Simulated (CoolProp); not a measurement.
A single-stage vapour-compression cycle with the fluid: evaporating at 202.15 K (dew point), condensing at 225.15 K (bubble point), superheat 5 K, subcooling 5 K, compressor efficiency 0.75, no pressure losses. The same conditions are run with several fluids, on thermodynamics alone (safety and materials aside).

The numbers come from the reference Helmholtz-energy equation of state of each fluid (propylene: Lemmon 2013; nitrous oxide: Lemmon 2006; fluoroethane (R161): Wu 2012; R125: Lemmon 2005; ethylene: Smukala 2000; ethane: Bücker 2006) in CoolProp.

Problem. Rank propylene, nitrous oxide, fluoroethane (R161), R125, ethylene, ethane by cooling COP, highest first.

Solution. R125 (6.21), propylene (6.16), fluoroethane (R161) (6.10), ethane (6.03), nitrous oxide (5.90), ethylene (5.82)

```
fluid                pressure ratio  discharge temperature (K)  refrigerating effect (kJ/kg)  volumetric capacity (kJ/m³)
-------------------  --------------  -------------------------  ----------------------------  ---------------------------
propylene                      3.28                      262.0                           431                          324
nitrous oxide                  2.69                      277.6                           326                         2270
fluoroethane (R161)            3.78                      273.5                           429                          195
R125                           3.60                      247.2                           160                          319
ethylene                       2.28                      262.4                           389                         3470
ethane                         2.48                      257.9                           426                         1890
```
